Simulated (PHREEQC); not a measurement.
PHREEQC input (Pitzer model, pitzer.dat):

```
SOLUTION 1
  temp 25
  units mol/kgw
  pH 7 charge
  Cl 0.38
END
SELECTED_OUTPUT 1
  -reset false
  -pH true
  -pe true
  -ionic_strength true
  -water true
  -totals Cl K S
  -molalities H+ K+ Cl- SO4-2 OH- HSO4-
  -equilibrium_phases Arcanite Misenite Sylvite
PRINT
  -reset false
USE solution 1
REACTION_PRESSURE 1
  1 50 100 200 300 400 500 600 800 1000
EQUILIBRIUM_PHASES 1
  Arcanite 0 30
  Misenite 0 0
  Sylvite 0 0
END
```

Selected output (columns that matter, 9 of 10 rows; P (atm) added in front):

```
P (atm)	pH	mu	K	S	m_H+	m_K+	m_SO4-2	m_HSO4-	Arcanite
1	1.2571	2.1353	1.5603	0.78015	0.087426	1.5603	0.48758	0.29257	29.22
50	1.2532	2.1693	1.582	0.79102	0.088135	1.582	0.49916	0.29187	29.209
100	1.2495	2.2008	1.6021	0.80105	0.088799	1.6021	0.50985	0.2912	29.199
200	1.2428	2.2543	1.6362	0.8181	0.089973	1.6362	0.52808	0.29003	29.182
300	1.2368	2.2959	1.6626	0.83132	0.090972	1.6626	0.54229	0.28903	29.169
500	1.2272	2.3471	1.6946	0.84732	0.092556	1.6946	0.55987	0.28744	29.153
600	1.2233	2.3586	1.7015	0.85073	0.09318	1.7015	0.56391	0.28682	29.149
800	1.2175	2.3585	1.7001	0.85007	0.094152	1.7001	0.56422	0.28585	29.15
1000	1.2136	2.3344	1.6832	0.84162	0.094799	1.6832	0.55642	0.2852	29.158
```

Species that the database lacks are ignored. In brines, pH and single-ion activities rest on the MacInnes convention.
